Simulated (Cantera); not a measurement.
Input: 1 mol Cr, 1.1 mol N2O, 1.1 mol N2, at 1.33 mbar.

These are equilibrium values from Cantera (NASA tables, ideal gas, pure condensed phases), not measurements of a reactor. Candidate condensed phases: Cr, CrN, Cr2N, Cr2O3; 14 gas species. The numbers say what is thermodynamically allowed, not how fast it happens.

Question: Which condensed phases are stable at each of these points (T (°C)): 1725, 1775, 1825, 1875, 1925, 1975, 2025, 2075, 2125, 2175, 2225, 2275, 2325, 2375?

Answer: 
| T (°C) | condensed phases | Cr condensed (%) |
|---|---|---|
| 1725 | Cr2O3(s) | 72.6 |
| 1775 | Cr2O3(s) | 72.0 |
| 1825 | Cr2O3(s) | 70.8 |
| 1875 | Cr2O3(s) | 68.6 |
| 1925 | Cr2O3(s) | 64.3 |
| 1975 | Cr2O3(s) | 55.5 |
| 2025 | Cr2O3(s) | 34.7 |
| 2075 | gas only | 0.0 |
| 2125 | gas only | 0.0 |
| 2175 | gas only | 0.0 |
| 2225 | gas only | 0.0 |
| 2275 | gas only | 0.0 |
| 2325 | gas only | 0.0 |
| 2375 | gas only | 0.0 |

From 1725 °C to 2025 °C the condensed part is Cr2O3(s). From 2075 °C to 2375 °C nothing is condensed.
